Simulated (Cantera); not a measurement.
Cantera run:

```python
import numpy as np
import cantera as ct

gas_names = """
    C CN CO CO2 C2 CCN CNC C2N2 C2O C3 C3O2 C4 C4N2 C5 N NCO NO NO2 NO3 N2 N2O O O2 O3 Pb PbO Pb2
""".split()
cond_names = """
    C(gr) Pb(cr) Pb(L) PbO(rd) PbO(yw) PbO(L) PbO2(s) Pb3O4(s)
""".split()


# ... load() reads the species with a 1 bar reference pressure and builds the phases ...
atoms = {
    'PbO': {'Pb': 1, 'O': 1},
    'CO': {'C': 1, 'O': 1},
    'N2': {'N': 2},
}
top_T = {'C(gr)': 4500, 'Pb3O4(s)': 820}  # K; cautious upper limits of use, not melting points


# ... equilibrate(T, P, feed) seeds the gas with the atoms and calls Mixture.equilibrate('TP', solver="vcs", rtol=1e-11, max_steps=5000) ...
results = []
feed = {'PbO': 1, 'CO': 1.3, 'N2': 0.23}  # mol
P = 87  # Pa
for T in [1175, 1275, 1375, 1475, 1575, 1675, 1775, 1875, 1975]:
    mix = equilibrate(T, P, feed)
    results.append((T, P, feed, dict(zip(mix.species_names, mix.species_moles))))

top = {s: max(r[3][s] / sum(r[3][g] for g in gas_names) for r in results) for s in gas_names}
cols = sorted((s for s in top if top[s] > 1e-06), key=lambda s: -top[s])[:6]
seen = [c for c in cond_names if any(r[3].get(c, 0) > 1e-12 for r in results)]
print("log10 of partial pressures in bar; condensed amounts in mol")
print(f"{'T/K':>10s}" + "".join(f"{s[:9]:>10s}" for s in cols + seen))
for T, P, feed, n in results:
    ng = sum(n[g] for g in gas_names)
    print(f"{T:10.4g}" + "".join(f"{np.log10(max(n[s] / ng * P / 1e5, 1e-99)):10.3f}" for s in cols)
          + "".join(f"{n.get(c, 0):10.4g}" for c in seen))
```

Result:

```
log10 of partial pressures in bar; condensed amounts in mol
       T/K       CO2        Pb        CO        N2       PbO        O2
      1175    -3.464    -3.464    -3.986    -4.102    -7.439   -14.993
      1275    -3.464    -3.464    -3.986    -4.102    -6.897   -13.030
      1375    -3.464    -3.464    -3.985    -4.102    -6.436   -11.356
      1475    -3.465    -3.465    -3.983    -4.102    -6.042    -9.916
      1575    -3.466    -3.466    -3.978    -4.102    -5.704    -8.667
      1675    -3.469    -3.469    -3.970    -4.102    -5.414    -7.579
      1775    -3.473    -3.472    -3.957    -4.102    -5.169    -6.634
      1875    -3.483    -3.478    -3.932    -4.103    -4.972    -5.828
      1975    -3.506    -3.486    -3.882    -4.107    -4.842    -5.190
```

These are equilibrium values from Cantera (NASA tables, ideal gas, pure condensed phases), not measurements of a reactor.
